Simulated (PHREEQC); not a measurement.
A solution holds 0.025 mol/kgw H3BO3 and 0.0025 mol/kgw K2HPO4, at 25 °C. Closed to the air; pH follows from the charge balance.

All values are PHREEQC results (ion-association model, phreeqc.dat), not measurements.

```json
[
 {"quantity": "pH", "before": "7.59", "after": "7.71"},
 {"quantity": "ionic strength (mol/kgw)", "before": "0.00687", "after": "0.00694"},
 {"quantity": "HPO4-2 (mol/kgw)", "before": "0.00189", "after": "0.00195"},
 {"quantity": "H2PO4- (mol/kgw)", "before": "0.000601", "after": "0.000535"},
 {"quantity": "H2BO3- (mol/kgw)", "before": "0.000600", "after": "0.000535"},
 {"quantity": "KHPO4- (mol/kgw)", "before": "1.30e-5", "after": "1.35e-5"}
]
```

Q: What was changed between the two runs?
A. 0.015 mol/kgw H2SO4 added
B. temperature from 25 to 5 °C
C. temperature from 25 to 50 °C
D. temperature from 25 to 45 °C

A: B, temperature from 25 to 5 °C

This is a speciation only: nothing precipitates in the calculation. Away from 25 °C the constants follow the database's enthalpies or fits; those with neither stay at their 25 °C values.
